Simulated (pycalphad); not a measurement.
Computed with pycalphad from the COST 507 light-alloy database (1999), at 1 atm. No gas phase is included, though pure Al would boil below 2577 °C. The database dates from 1999; later assessments differ in places, in temperatures and in the compounds included. Not assessed as a whole: an extrapolation from subsystems, which can miss ternary compounds. Phase fractions are per mole of atoms.

Task: Give the equilibrium state of Al-13.61Ti-7.24C (at.%) at 927 °C.

Result: liquid, fraction 0.666, with 0.92 Ti, <0.01 C at.%; AL3M_D022, fraction 0.176, with 25.0 Ti, no C at.%; fcc, fraction 0.158, with 54.3 Ti, 45.7 C at.%.

Task: Give the equilibrium state of Al-13.61Ti-7.24C (at.%) at 2577 °C.

Result: liquid, fraction 0.923, with 10.0 Ti, 4.3 C at.%; fcc, fraction 0.077, with 57.1 Ti, 42.9 C at.%.

Database names, with the compositions (at.%) that they take in these runs: AL3M_D022: Al 75 Ti 25. An entry "none" or "no" means that the model of the phase leaves that element out. The fcc model also describes the rock-salt carbide or nitride (TiC, TiN, HfC).
